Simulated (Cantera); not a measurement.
A perfectly stirred reactor is fed with CH4 : O2 : N2 = 1 : 3.51 : 13.2 (molar parts), equivalence ratio 0.57, at 6.50 bar; it is adiabatic with a 725 K inlet, and is followed from long to short residence time, starting on the burning branch (τ in s: 0.08, 0.035, 0.016, 0.0068, 0.003, 0.0013, 0.00058, 0.00026, 0.00011, 4.9e-05, 2.2e-05).

Detailed kinetics in Cantera: GRI-Mech 3.0 (53 species, 325 reactions).

Task: Predict: blow-out, bracketed by the residence times tried; x(CH4) at τ = 80.0 ms; x(O2) at τ = 80.0 ms; x(NO2) at τ = 80.0 ms; x(HCN) at τ = 80.0 ms; x(CH4) at τ = 1.30 ms; x(O2) at τ = 1.30 ms; x(C2H6) at τ = 1.30 ms; x(NO2) at τ = 1.30 ms; x(HCN) at τ = 1.30 ms.

Result: 
```
Quantity                                                                       Value
------------------------------------------------  ----------------------------------
blow-out, bracketed by the residence times tried  burning at 49.0 µs, out at 22.0 µs
x(CH4) at τ = 80.0 ms                                                        2.59e-6
x(O2) at τ = 80.0 ms                                                          0.0850
x(NO2) at τ = 80.0 ms                                                        4.26e-7
x(HCN) at τ = 80.0 ms                                                        1.49e-8
x(CH4) at τ = 1.30 ms                                                        6.74e-5
x(O2) at τ = 1.30 ms                                                          0.0856
x(C2H6) at τ = 1.30 ms                                                       8.16e-9
x(NO2) at τ = 1.30 ms                                                        9.75e-8
x(HCN) at τ = 1.30 ms                                                        3.35e-8
```
